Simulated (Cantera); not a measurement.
Feed: 1 mol CO, 0.66 mol O2, 0.27 mol N2, at 1.05 Torr.

Cantera equilibrium calculation (NASA polynomials, part measured and part estimated; ideal gas, pure solids and liquids). Candidate condensed phases: C; 24 gas species. Rates play no part.

Question: At 2923 K, list the 4 most abundant gas species with their mole fractions, and the condensed phases.

Answer: O 0.444, CO 0.395, N2 0.106, O2 0.0370. Condensed: gas only.
